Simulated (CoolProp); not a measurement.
Vapour-liquid equilibrium of o-xylene (1) + n-decane (2) at 260.25 °C; x and y are mole fractions of (1).

The numbers come from the multi-fluid Helmholtz-energy mixture model, Zhou 2012 and Lemmon 2006; pair parameters Bell 2016 in CoolProp.

```tsv
x	bubble pressure (bar)	y at the bubble point	dew pressure at overall composition x (bar)	liquid density (mol/L)
0.05	6.210	0.072	6.151	3.672
0.15	6.602	0.207	6.432	3.839
0.25	7.008	0.331	6.739	4.018
0.35	7.426	0.445	7.076	4.212
0.45	7.854	0.550	7.446	4.423
0.55	8.291	0.646	7.855	4.652
0.65	8.737	0.736	8.308	4.902
0.75	9.191	0.818	8.813	5.176
0.85	9.653	0.895	9.376	5.477
0.95	10.12	0.966	10.01	5.809
```

No azeotrope shows between x = 0.05 and 0.95.

The pair parameters rest on a limited set of measurements; away from them the model extrapolates.
